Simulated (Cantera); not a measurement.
A perfectly stirred reactor is fed with CH₄ : O₂ : N₂ = 1 : 2.04 : 7.67 (molar parts), at 15.8 atm; it is adiabatic with a 350 K inlet, and is followed from long to short residence time, starting on the burning branch (τ in s: 0.12, 0.048, 0.019, 0.0073, 0.0029, 0.0011, 0.00044, 0.00017, 6.8e-05, 2.7e-05, 1e-05, 4.1e-06).

Detailed kinetics in Cantera: GRI-Mech 3.0 (53 species, 325 reactions). The pressure lies above the range GRI-Mech 3.0 was tuned for (to about 10 atm).

x: mole fraction; the columns are a selection and need not sum to one.

```json
[
 {"τ (s)": "0.12", "T (K)": "2289", "x CH₄": "5.81e-7", "x O₂": "0.00483", "x C₂H₂": "4.77e-11", "x NO₂": "1.21e-6", "x CH₂CO": "3.36e-10"},
 {"τ (s)": "0.048", "T (K)": "2289", "x CH₄": "1.41e-6", "x O₂": "0.00504", "x C₂H₂": "2.72e-10", "x NO₂": "9.98e-7", "x CH₂CO": "8.56e-10"},
 {"τ (s)": "0.019", "T (K)": "2288", "x CH₄": "[?]", "x O₂": "0.00536", "x C₂H₂": "[?]", "x NO₂": "[?]", "x CH₂CO": "[?]"},
 {"τ (s)": "0.0073", "T (K)": "2284", "x CH₄": "8.12e-6", "x O₂": "0.00584", "x C₂H₂": "7.99e-9", "x NO₂": "5.28e-7", "x CH₂CO": "6.75e-9"},
 {"τ (s)": "0.0029", "T (K)": "2275", "x CH₄": "1.80e-5", "x O₂": "0.00655", "x C₂H₂": "3.42e-8", "x NO₂": "4.07e-7", "x CH₂CO": "2.06e-8"},
 {"τ (s)": "0.0011", "T (K)": "2258", "x CH₄": "3.92e-5", "x O₂": "0.00772", "x C₂H₂": "1.29e-7", "x NO₂": "3.53e-7", "x CH₂CO": "6.84e-8"},
 {"τ (s)": "0.00044", "T (K)": "2233", "x CH₄": "7.97e-5", "x O₂": "0.00938", "x C₂H₂": "3.87e-7", "x NO₂": "3.31e-7", "x CH₂CO": "2.09e-7"},
 {"τ (s)": "0.00017", "T (K)": "2195", "x CH₄": "0.000169", "x O₂": "0.0119", "x C₂H₂": "1.14e-6", "x NO₂": "3.02e-7", "x CH₂CO": "6.54e-7"},
 {"τ (s)": "6.8e-5", "T (K)": "2140", "x CH₄": "0.000381", "x O₂": "0.0158", "x C₂H₂": "3.52e-6", "x NO₂": "2.45e-7", "x CH₂CO": "2.12e-6"},
 {"τ (s)": "2.7e-5", "T (K)": "350", "x CH₄": "0.0934", "x O₂": "0.190", "x C₂H₂": "<1e-12", "x NO₂": "<1e-12", "x CH₂CO": "<1e-12"},
 {"τ (s)": "1.0e-5", "T (K)": "350", "x CH₄": "0.0934", "x O₂": "0.190", "x C₂H₂": "<1e-12", "x NO₂": "<1e-12", "x CH₂CO": "<1e-12"},
 {"τ (s)": "4.1e-6", "T (K)": "350", "x CH₄": "0.0934", "x O₂": "0.190", "x C₂H₂": "<1e-12", "x NO₂": "<1e-12", "x CH₂CO": "<1e-12"}
]
```

Task: What belongs in the gaps?

Result: 
- 0.019, x CH₄: 3.39e-6
- 0.019, x C₂H₂: 1.51e-9
- 0.019, x NO₂: 7.43e-7
- 0.019, x CH₂CO: 2.29e-9
